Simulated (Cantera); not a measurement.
Mixture: CH₄ : C₂H₆ : C₃H₈ : O₂ : N₂ = 1 : 0.22 : 1.2 : 15.7 : 86.1 (molar parts), equivalence ratio 0.56, at 1.01 bar, adiabatic and at constant volume. Ignition delay is the time to a rise of 400 K.

Cantera simulation using GRI-Mech 3.0 (53 species, 325 reactions); the numbers are that mechanism's predictions, not measurements. GRI-Mech 3.0 was tuned for natural gas; its chemistry of propane as a main component is partial and can be far from experiment.

Problem. At T0 = 1373 K, what is the delay, and which 8 reactions control it most (d ln τ / d ln k, from doubling and halving each rate constant)?

Solution. The delay is 0.340 ms.
```
reaction                       d ln τ / d ln k   faster rate
-----------------------------  ---------------  ------------
H + O2 <=> O + OH                        -0.51   shortens it
C2H5 + CH3 (+M) <=> C3H8 (+M)            -0.47   shortens it
CH3 + HO2 <=> CH3O + OH                  -0.33   shortens it
C3H8 + H <=> C3H7 + H2                    0.30  lengthens it
2 CH3 (+M) <=> C2H6 (+M)                  0.23  lengthens it
C3H8 + OH <=> C3H7 + H2O                  0.18  lengthens it
C2H5 + O2 <=> C2H4 + HO2                 -0.13   shortens it
C2H4 + OH <=> C2H3 + H2O                 -0.13   shortens it
```
